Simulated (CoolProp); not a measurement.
Vapour-liquid equilibrium of n-butane (1) + cis-2-butene (2) at -53.25 °C; x and y are mole fractions of (1).

Values from CoolProp's multi-fluid Helmholtz-energy mixture model, Bücker 2006 and Lemmon 2005; pair parameters Bell 2016.

| x | bubble pressure (MPa) | y at the bubble point | dew pressure at overall composition x (MPa) | liquid density (mol/L) |
|---|---|---|---|---|
| 0.05 | 0.006023 | 0.074 | 0.005972 | 12.43 |
| 0.125 | 0.006237 | 0.174 | 0.006132 | 12.33 |
| 0.2 | 0.006427 | 0.263 | 0.006292 | 12.23 |
| 0.275 | 0.006599 | 0.345 | 0.006452 | 12.13 |
| 0.35 | 0.006756 | 0.422 | 0.006609 | 12.03 |
| 0.425 | 0.006900 | 0.495 | 0.006761 | 11.94 |
| 0.5 | 0.007033 | 0.565 | 0.006909 | 11.85 |
| 0.575 | 0.007157 | 0.633 | 0.007052 | 11.76 |
| 0.65 | 0.007275 | 0.700 | 0.007188 | 11.67 |
| 0.725 | 0.007386 | 0.765 | 0.007318 | 11.58 |
| 0.8 | 0.007492 | 0.830 | 0.007443 | 11.49 |
| 0.875 | 0.007593 | 0.894 | 0.007563 | 11.41 |
| 0.95 | 0.007692 | 0.958 | 0.007680 | 11.32 |

No azeotrope shows between x = 0.05 and 0.95.

Pair parameters are fitted to limited data, so mixtures are less certain than the pure fluids.
